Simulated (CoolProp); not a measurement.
Vapour-liquid equilibrium of toluene (1) + o-xylene (2) at 1.14 MPa; x and y are mole fractions of (1).

Values from CoolProp's multi-fluid Helmholtz-energy mixture model, Lemmon 2006 and Zhou 2012; pair parameters Bell 2016.

```tsv
x	bubble temperature (°C)	y at the bubble point	dew temperature at overall composition x (°C)	liquid density (mol/L)
0.05	264.1	0.075	264.9	5.953
0.2	257.0	0.282	259.9	6.112
0.35	250.1	0.463	254.5	6.271
0.5	243.5	0.619	248.6	6.429
0.65	237.4	0.753	242.1	6.587
0.8	231.7	0.868	235.1	6.745
0.95	226.5	0.969	227.5	6.904
```

No azeotrope shows between x = 0.05 and 0.95.

Pair parameters are fitted to limited data, so mixtures are less certain than the pure fluids.
